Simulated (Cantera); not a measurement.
**CaF2 + H2 (halide evaporation, hydrolysis and transport)**

Feed: 1 mol CaF2, 2.8 mol H2, at 1.33 mbar.

Method: chemical equilibrium by Gibbs-energy minimisation in Cantera with the NASA 1993 tables (ideal gas, pure condensed phases). Candidate condensed phases: Ca, CaF2; 15 gas species. Equilibrium is a limit: real reactors are often held back by kinetics, nucleation or transport.

```csv
T (K),x H2,x CaF2,x HF,x CaF,x H,x Ca,n CaF2(s),n CaF2(l)
725,1.00,<1e-12,<1e-12,<1e-12,2.56e-12,<1e-12,1.00,0
825,1.00,<1e-12,1.04e-11,<1e-12,2.17e-10,5.05e-12,1.00,0
925,1.00,1.50e-12,8.62e-10,2.40e-12,7.13e-9,4.30e-10,1.00,0
1025,1.00,3.30e-10,3.00e-8,3.05e-10,1.19e-7,1.48e-8,1.00,0
1125,1.000,2.68e-8,5.49e-7,1.59e-8,1.22e-6,2.67e-7,1.000,0
1225,1.000,1.03e-6,6.23e-6,4.23e-7,8.54e-6,2.90e-6,1.000,0
1325,1.000,2.22e-5,4.91e-5,6.60e-6,4.48e-5,2.13e-5,1.000,0
1425,0.999,0.000302,0.000292,6.75e-5,0.000187,0.000112,0.999,0
1525,0.994,0.00276,0.00137,0.000478,0.000646,0.000447,0.990,0
1625,0.970,0.0186,0.00536,0.00254,0.00190,0.00141,0.935,0
1725,0.871,0.0935,0.0173,0.0102,0.00475,0.00354,0,0.660
1825,0.695,0.226,0.0380,0.0245,0.0101,0.00676,0,0
1925,0.670,0.208,0.0559,0.0334,0.0214,0.0112,0,0
2025,0.633,0.187,0.0778,0.0430,0.0419,0.0174,0,0
```
x: gas mole fraction; n: condensed amount in mol.

From 725 K to 1625 K the condensed part is CaF2(s). At 1725 K the condensed part is CaF2(l). From 1825 K to 2025 K nothing is condensed.
